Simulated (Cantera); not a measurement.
# Equilibrium for fluorocarbon and chlorocarbon gases: c-C4F8 + HCl

A closed system holds: 1 mol c-C4F8, 0.013 mol HCl, at 1077 °C and 55.0 mbar.

Equilibrium computed with Cantera from the NASA thermochemical tables; the gas is ideal and each condensed phase is pure. Candidate condensed phases: C, C6H6, C7H8, C8H18; 118 gas species. The feed counts by its element totals alone. Gases not in the tables: C2F6 and larger saturated fluorocarbons. Rates play no part.

```json
{
  "x(CF4)": "0.988",
  "x(HF)": "0.00630",
  "x(Cl)": "0.00241",
  "x(CClF3)": "0.00211",
  "x(Cl2)": "0.000881",
  "x(HCl)": "0.000146",
  "x(CF2)": "1.50e-5",
  "x(CF3)": "8.49e-6",
  "x(CCl2F2)": "4.13e-6",
  "n(C(graphite))": "2.00 mol",
  "gas_amount": "2.018 mol"
}
```
